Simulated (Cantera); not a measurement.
Cantera run:

```python
import numpy as np
import cantera as ct

gas_names = """
    B BH BH2 BH3 BN BO BO2 B2 B2O B2O2 B2O3 B3O3H3 H HBO HBO2 HNO HNO2 HNO3 HO2 H2 H2O H2O2 H3B3O6 N NH
    NH2 NH3 NH2OH NO NO2 NO3 N2 N2H2 N2H4 N2O O OH O2 O3
""".split()
cond_names = """
    B(b) B(L) BN(s) B2O3(L) B3O3H3(cr) H2O(s) H2O(L)
""".split()


# ... load() reads the species with a 1 bar reference pressure and builds the phases ...
atoms = {
    'borazine': {'B': 3, 'N': 3, 'H': 6},
    'H2O': {'H': 2, 'O': 1},
    'N2': {'N': 2},
}
top_T = {'BN(s)': 3200}  # K; cautious upper limits of use, not melting points


# ... equilibrate(T, P, feed) seeds the gas with the atoms and calls Mixture.equilibrate('TP', solver="vcs", rtol=1e-11, max_steps=5000) ...
results = []
feed = {'borazine': 1, 'H2O': 0.051, 'N2': 180}  # mol
P = 470  # Pa
for T in [948, 1048, 1148, 1248, 1348, 1448, 1548, 1648, 1748, 1848, 1948, 2048]:
    mix = equilibrate(T, P, feed)
    results.append((T, P, feed, dict(zip(mix.species_names, mix.species_moles))))

top = {s: max(r[3][s] / sum(r[3][g] for g in gas_names) for r in results) for s in gas_names}
cols = sorted((s for s in top if top[s] > 0.0001), key=lambda s: -top[s])[:7]
seen = [c for c in cond_names if any(r[3].get(c, 0) > 1e-12 for r in results)]
print("log10 of partial pressures in bar; condensed amounts in mol")
print(f"{'T/K':>10s}" + "".join(f"{s[:9]:>10s}" for s in cols + seen))
for T, P, feed, n in results:
    ng = sum(n[g] for g in gas_names)
    print(f"{T:10.4g}" + "".join(f"{np.log10(max(n[s] / ng * P / 1e5, 1e-99)):10.3f}" for s in cols)
          + "".join(f"{n.get(c, 0):10.4g}" for c in seen))
```

Output:

```
log10 of partial pressures in bar; condensed amounts in mol
       T/K        N2        H2         H        BO       HBO      HBO2     BN(s)   B2O3(L)
       948    -2.335    -4.107   -11.334   -16.692   -11.377    -8.527     2.969   0.01525
      1048    -2.335    -4.107   -10.165   -14.102    -9.835    -7.619      2.97   0.01476
      1148    -2.335    -4.107    -9.198   -11.971    -8.569    -6.880     2.971   0.01194
      1248    -2.335    -4.108    -8.385   -10.195    -7.518    -6.281     2.975         0
      1348    -2.335    -4.108    -7.690    -8.978    -6.917    -6.357     2.971         0
      1448    -2.335    -4.108    -7.090    -7.989    -6.457    -6.537     2.965         0
      1548    -2.335    -4.109    -6.566    -7.226    -6.156    -6.889     2.957         0
      1648    -2.335    -4.111    -6.106    -6.713    -6.047    -7.509     2.951         0
      1748    -2.335    -4.114    -5.698    -6.395    -6.087    -8.329     2.949         0
      1848    -2.336    -4.121    -5.336    -6.191    -6.204    -9.217     2.949         0
      1948    -2.336    -4.136    -5.015    -6.064    -6.368   -10.129     2.949         0
      2048    -2.336    -4.163    -4.731    -5.990    -6.564   -11.038     2.946         0
```

Method: chemical equilibrium by Gibbs-energy minimisation in Cantera with the NASA 1993 tables (ideal gas, pure condensed phases). The feed counts by its element totals alone. Mutual solubility and eutectic melting of coexisting phases are not modelled.
